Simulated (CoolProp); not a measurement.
A single-stage vapour-compression cycle with R134a: evaporating at 279.15 K (dew point), condensing at 300.15 K (bubble point), superheat 8 K, subcooling 2 K, compressor efficiency 0.85, no pressure losses. Each further row changes one setting.

Model: reference Helmholtz-energy equation of state, Tillner-Roth 1994, in CoolProp.

| case | cooling COP | pressure ratio | discharge temperature (K) | refrigerating effect (kJ/kg) | volumetric capacity (kJ/m³) |
|---|---|---|---|---|---|
| as stated | 10.3 | 1.95 | 312.9 | 175 | 2970 |
| evaporating temperature 284.15 K | ___ | 1.65 | 311.6 | 178 | 3560 |
| condensing temperature 295.15 K | 13.8 | ___ | 307.0 | 182 | 3090 |
| subcooling 7 K | 10.7 | 1.95 | 312.9 | 182 | 3090 |
| superheat 18 K | 10.3 | 1.95 | 322.9 | 184 | ___ |
| compressor efficiency 0.75 | 9.09 | 1.95 | ___ | 175 | 2970 |

Q: Fill in the missing entries.

A: 
- evaporating temperature 284.15 K, cooling COP: 14.0
- condensing temperature 295.15 K, pressure ratio: 1.68
- superheat 18 K, volumetric capacity (kJ/m³): 2980
- compressor efficiency 0.75, discharge temperature (K): 315.2
